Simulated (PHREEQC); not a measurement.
1.4 g of hydrous ferric oxide (600 m²/g; 0.2 weak and 0.005 strong sites per Fe, Dzombak-Morel constants, diffuse double layer) in 1 kg of water with 0.01 mol/kgw of an inert sodium salt and 0.01 mmol/kgw Na2SO4, at 25 °C; the pH is set by adding NaOH or the inert anion's acid. Oxygen is held at 0.21 atm. CO2 from the air is kept out. Nothing may precipitate in this run.

Computed with PHREEQC (ion-association model, wateq4f.dat).

```tsv
pH	S sorbed (%)	surface charge σ (C/m²)	surface potential ψ (mV)
3	100.0	0.326	201
3.5	100.0	0.278	195
4	100.0	0.219	183
4.5	100.0	0.162	169
5	99.9	0.114	151
5.5	99.7	0.077	132
6	98.2	0.049	110
6.5	89.2	0.030	86
7	53.1	0.017	60
7.5	12.4	0.008	34
8	1.6	0.001	6
8.5	0.2	-0.005	-22
9	0.0	-0.013	-49
```

The oxide is taken as insoluble; below pH 4 it would dissolve.
